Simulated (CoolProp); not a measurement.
Vapour pressure (MPa) of R11: the reference equation beside estimates from Tc = 471.1 K, pc = 4.408 MPa, ω = 0.189. Clausius-Clapeyron is anchored at 326.8 K with a constant enthalpy of vaporisation of 23.30 kJ/mol.

Computed with CoolProp (reference Helmholtz-energy equation of state, Jacobsen 1992).

| T (K) | reference | Clausius-Clapeyron | van der Waals |
|---|---|---|---|
| 326.8 | 0.2624 | 0.2624 | 0.8435 |
| 330 | 0.2872 | 0.2851 | 0.8866 |
| 333.2 | 0.3137 | 0.3094 | 0.9311 |
| 336.4 | 0.3421 | 0.3352 | 0.9771 |
| 339.6 | 0.3723 | 0.3625 | 1.025 |
| 342.7 | 0.4035 | 0.3906 | 1.072 |
| 345.9 | 0.4377 | 0.4213 | 1.122 |
| 349.1 | 0.4741 | 0.4538 | 1.174 |
| 352.3 | 0.5126 | 0.4882 | 1.227 |
| 355.5 | 0.5535 | 0.5244 | 1.282 |
| 358.7 | 0.5967 | 0.5626 | 1.339 |
| 361.8 | 0.6409 | 0.6016 | 1.395 |
| 365 | 0.6891 | 0.6438 | 1.454 |
| 368.2 | 0.7399 | 0.6883 | 1.516 |

Absolute difference from the reference over all 14 rows, mean and median: Clausius-Clapeyron 3.8 and 4.0 %, van der Waals 156.2 and 152.0 %.
